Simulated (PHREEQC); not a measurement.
Solution (63 °C): 0.45 mol/kgw H2SO4, 0.55 mol/kgw MgSO4 and 0.091 mol/kgw MgCl2. Closed to the air; pH follows from the charge balance.

The numbers come from PHREEQC with the Pitzer model, pitzer.dat.

Precipitation was switched off in this run.

**Question.** Predict the pH.

**Answer.** pH 0.69.

**Question.** In which forms is S present?

**Answer.** HSO4- 65 %, SO4-2 35 % of the S.

In brines, pH and single-ion activities rest on the MacInnes convention. Constants without temperature data keep their 25 °C values here.
